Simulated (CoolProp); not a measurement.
Vapour-liquid equilibrium of n-heptane (1) + o-xylene (2) at 378.3 K; x and y are mole fractions of (1).

Computed with CoolProp (multi-fluid Helmholtz-energy mixture model, Span 2003 and Zhou 2012; pair parameters Bell 2016).

| x | bubble pressure (bar) | y at the bubble point | dew pressure at overall composition x (bar) | liquid density (mol/L) |
|---|---|---|---|---|
| 0.05 | 0.3826 | 0.212 | 0.3293 | [?] |
| 0.2 | 0.5564 | 0.532 | 0.3781 | [?] |
| 0.35 | 0.7019 | 0.686 | 0.4431 | 7.013 |
| 0.5 | 0.8308 | 0.785 | 0.5329 | 6.780 |
| 0.65 | 0.9515 | 0.860 | [?] | 6.555 |
| 0.8 | [?] | 0.923 | 0.8532 | 6.340 |
| 0.95 | [?] | 0.981 | 1.124 | 6.132 |

Question: Complete the blanks.

Answer: 
- 0.05, liquid density (mol/L): 7.508
- 0.2, liquid density (mol/L): 7.256
- 0.65, dew pressure at overall composition x (bar): 0.6623
- 0.8, bubble pressure (bar): 1.070
- 0.95, bubble pressure (bar): 1.190

No azeotrope shows between x = 0.05 and 0.95.

The pair parameters rest on a limited set of measurements; away from them the model extrapolates.
